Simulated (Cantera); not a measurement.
An isothermal, constant-pressure homogeneous reactor starts with CH4 : H2 = 1 : 12 (molar parts), at 1625 K and 0.000760 bar.

Computed with Cantera and GRI-Mech 3.0 (53 species, 325 reactions). GRI-Mech 3.0 stops at C3 and has no aromatics, soot or wall deposition, so with more carbon than oxygen in the feed, carbon stays in small species such as C2H2 where larger ones or solid carbon would form. Radical loss at walls, strong at low pressure, is not modelled.

x: mole fraction; the columns are a selection and need not sum to one.

```
t (s)      x CH4   x H2    x C2H2    x C2H4     x CH3     x CH2
--------  ------  -----  --------  --------  --------  --------
5.00e-6   0.0769  0.923    <1e-12    <1e-12   1.97e-9    <1e-12
1.36e-5   0.0769  0.923    <1e-12    <1e-12   5.38e-9    <1e-12
3.69e-5   0.0769  0.923    <1e-12    <1e-12   1.47e-8    <1e-12
0.000100  0.0769  0.923    <1e-12    <1e-12   4.08e-8    <1e-12
0.000273  0.0769  0.923    <1e-12    <1e-12   1.15e-7    <1e-12
0.000741  0.0769  0.923    <1e-12    <1e-12   3.34e-7    <1e-12
0.00202   0.0769  0.923    <1e-12    <1e-12   9.59e-7    <1e-12
0.00548   0.0769  0.923    <1e-12  2.69e-11   2.68e-6  3.31e-12
0.0149    0.0769  0.923  2.01e-12  6.33e-10   7.34e-6  2.96e-11
0.0405    0.0769  0.923  1.24e-10   1.34e-8   2.00e-5  2.35e-10
0.110     0.0769  0.923   7.96e-9   2.68e-7   5.45e-5   1.77e-9
0.299     0.0768  0.923   5.67e-7   5.01e-6  0.000148   1.29e-8
0.812     0.0762  0.923   4.21e-5   7.09e-5  0.000411   9.27e-8
2.21      0.0715  0.925         ?         ?   0.00101         ?
6.00           ?  0.936         ?         ?  0.000992         ?
```

What belongs in the gaps?


- 2.21, x C2H2: 0.00168
- 2.21, x C2H4: 0.000330
- 2.21, x CH2: 5.10e-7
- 6.00, x CH4: 0.0507
- 6.00, x C2H2: 0.0114
- 6.00, x C2H4: 0.000239
- 6.00, x CH2: 6.92e-7
